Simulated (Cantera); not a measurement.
A closed system holds: 1 mol Si, a varied amount of CO2, 12 mol H2, 0.49 mol N2O, held at 1302 °C and 34.0 Pa.

These are equilibrium values from Cantera (NASA tables, ideal gas, pure condensed phases), not measurements of a reactor. Candidate condensed phases: C, C6H6, C7H8, C8H18, H2O, Si, SiC, SiO2, Si2N2O, Si3N4; 151 gas species. Mutual solubility and eutectic melting of coexisting phases are not modelled. Rates play no part.

### Question
What share of the Si ends up in condensed phases as a function of n(CO2) (mol), at 0.037, 0.11, 0.18, 0.25, 0.32, 0.39, 0.46?

### Answer
| n(CO2) (mol) | Si condensed (%) | as |
|---|---|---|
| 0.037 | 45.3 | Si(s) + SiC(s) |
| 0.11 | 31.2 | Si(s) + SiC(s) |
| 0.18 | 17.6 | Si(s) + SiC(s) |
| 0.25 | 12.9 | SiC(s) |
| 0.32 | 9.4 | SiC(s) |
| 0.39 | 6.0 | SiC(s) |
| 0.46 | 2.5 | SiC(s) |
